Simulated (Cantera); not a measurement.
A perfectly stirred reactor is fed with NH₃ : N₂ = 1 : 0.18 (molar parts), at 0.250 bar; it is held at 2250 K, and followed from long to short residence time.

Computed with Cantera and the gas-phase N/H chemistry of the illustrative SiF4/NH3 mechanism in the Surface Chemkin manual (1991). Walls and surfaces, which speed up NH3 decomposition in real reactors, are not modelled.

Task: What does this change do: temperature 2250 to 1775 K?

Result: 
| quantity | before | after |
|---|---|---|
| x(NH₃) at τ = 15.0 s | 0.000266 | 0.0882 |
| x(N₂H₄) at τ = 15.0 s | 3.98e-12 | 5.23e-9 |
| x(H₂) at τ = 15.0 s | 0.678 | 0.616 |
| x(N) at τ = 15.0 s | 5.30e-6 | 8.94e-8 |
| x(H) at τ = 15.0 s | 0.0118 | 0.000200 |
| x(NH₃) at τ = 0.100 s | 0.0677 | 0.786 |
| x(N₂H₄) at τ = 0.100 s | 6.87e-9 | 1.08e-7 |
| x(H₂) at τ = 0.100 s | 0.631 | 0.0493 |
| x(N) at τ = 0.100 s | 5.39e-6 | 3.47e-8 |
| x(H) at τ = 0.100 s | 0.00179 | 8.27e-6 |
